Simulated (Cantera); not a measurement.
Input: 1 mol Cu, 0.005 mol O2, 22 mol H2, 0.0008 mol NH3, held at 1.00 Torr.

Cantera equilibrium calculation (NASA polynomials, part measured and part estimated; ideal gas, pure solids and liquids). Candidate condensed phases: Cu, CuO, Cu(OH)2, Cu2O, H2O; 27 gas species. Equilibrium is a limit: real reactors are often held back by kinetics, nucleation or transport.

Task: What share of the Cu ends up in condensed phases as a function of T (K), at 1075, 1125, 1175, 1225, 1275, 1325, 1375, 1425, 1475?

Result: 
| T (K) | Cu condensed (%) | as |
|---|---|---|
| 1075 | 100.0 | Cu(s) |
| 1125 | 100.0 | Cu(s) |
| 1175 | 100.0 | Cu(s) |
| 1225 | 100.0 | Cu(s) |
| 1275 | 99.9 | Cu(s) |
| 1325 | 99.5 | Cu(s) |
| 1375 | 98.6 | Cu(l) |
| 1425 | 96.4 | Cu(l) |
| 1475 | 91.1 | Cu(l) |
